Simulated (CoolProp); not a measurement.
Vapour-liquid equilibrium of R113 (1) + benzene (2) at 441.8 K; x and y are mole fractions of (1).

The numbers come from the multi-fluid Helmholtz-energy mixture model, Marx 1992 and Thol 2012; pair parameters Bell 2016 in CoolProp.

Problem. Give the bubble pressure and the first vapour's composition at x = 0.2, 0.65, 0.8. Is there an azeotrope?

Solution. x = 0.2: 1090 kPa, y = 0.341; x = 0.65: 1464 kPa, y = 0.735; x = 0.8: 1564 kPa, y = 0.846. No azeotrope shows between x = 0.05 and 0.95.

The pair parameters rest on a limited set of measurements; away from them the model extrapolates.
